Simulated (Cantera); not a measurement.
Feed: 1 mol Cr, 3.2 mol H₂O, 25 mol N₂, held at 0.750 Torr.

Cantera equilibrium calculation (NASA polynomials, part measured and part estimated; ideal gas, pure solids and liquids). Candidate condensed phases: Cr, CrN, Cr₂N, Cr₂O₃, H₂O; 29 gas species. Equilibrium is a limit: real reactors are often held back by kinetics, nucleation or transport.

log p: log10 of the partial pressure in bar; n: condensed amount in mol.

```tsv
T (K)	log p N₂	log p H	log p H₂O	log p H₂	log p O	log p CrO	log p Cr	log p OH	n Cr₂O₃(s)
1600	-3.05	-6.40	-4.22	-4.28	-9.96	-9.82	-9.45	-7.75	0.500
1675	-3.05	-6.07	-4.22	-4.28	-9.22	-8.93	-8.63	-7.33	0.500
1750	-3.05	-5.77	-4.22	-4.28	-8.54	-8.13	-7.87	-6.95	0.500
1825	-3.05	___	-4.22	-4.29	___	___	___	___	0.498
1900	-3.05	-5.25	-4.22	-4.30	-7.33	-6.72	-6.57	-6.26	0.492
1975	-3.06	-5.03	-4.22	-4.32	-6.78	-6.10	-6.02	-5.95	0.470
2050	-3.06	-4.83	-4.22	-4.37	-6.24	-5.55	-5.55	-5.64	0.399
2125	-3.07	___	-4.22	-4.44	___	___	___	___	___
2200	-3.08	-4.49	-4.27	-4.49	-5.29	-4.84	-4.98	-5.13	0
2275	-3.09	-4.32	-4.37	-4.49	-4.99	-4.85	-4.92	-5.00	0
2350	-3.10	-4.16	-4.51	-4.51	-4.74	-4.87	-4.85	-4.92	0
```

Question: Fill in the missing entries.

Answer: 
- 2125, log p H: -4.66
- 2125, log p O: -5.71
- 2125, log p CrO: -5.05
- 2125, log p Cr: -5.16
- 2125, log p OH: -5.34
- 2125, n Cr₂O₃(s): 0.191
- 1825, log p H: -5.50
- 1825, log p O: -7.92
- 1825, log p CrO: -7.39
- 1825, log p Cr: -7.19
- 1825, log p OH: -6.59
